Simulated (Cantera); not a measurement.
**Silicon epitaxy and polysilicon growth: Si₂H₆ + HCl + H₂**

Input: 1 mol Si₂H₆, 2.2 mol HCl, 20 mol H₂, at 1025 °C and 0.825 Torr.

Method: chemical equilibrium by Gibbs-energy minimisation in Cantera with the NASA 1993 tables (ideal gas, pure condensed phases). Candidate condensed phases: Si; 19 gas species. The feed counts by its element totals alone. The tables' values for SiCl₃ are old estimates; treat these amounts as uncertain. The numbers say what is thermodynamically allowed, not how fast it happens.

```yaml
x(H₂): 0.925
x(HCl): 0.0632
x(SiCl₂): 0.0115
x(SiCl₃): 0.000283
x(SiCl₄): 4.15e-5
x(H): 3.11e-5
x(SiHCl₃): 2.74e-5
x(SiH₂Cl₂): 2.55e-6
x(Cl): 1.80e-6
n(Si(s)): 1.70 mol
gas_amount: 25.20 mol
```
